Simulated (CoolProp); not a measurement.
R113 along the isobar 13100 kPa: Z from the reference equation and from simpler models built on Tc = 487.2 K, pc = 3392 kPa, ω = 0.253; each cubic takes its own stable root.

Values from CoolProp's reference Helmholtz-energy equation of state, Marx 1992.

| T (K) | phase | reference |
|---|---|---|
| 293.2 | liquid | 0.6267 |
| 319.1 | liquid | 0.5964 |
| 344.9 | liquid | 0.5724 |
| 370.8 | liquid | 0.5538 |
| 396.6 | liquid | 0.5403 |
| 422.5 | liquid | 0.5316 |
| 448.3 | liquid | 0.5278 |
| 474.2 | liquid | 0.5295 |
| 500 | supercritical | 0.5375 |

Task: How far does each simpler model (van der Waals, Peng-Robinson) lie from the reference over these 9 states: mean and median of the absolute difference, and the worst?

Result: 
- van der Waals: mean 46.8 %, median 47.9 %, worst +55.9 % at 293.2 K and 13100 kPa
- Peng-Robinson: mean 5.0 %, median 5.4 %, worst -6.0 % at 370.8 K and 13100 kPa
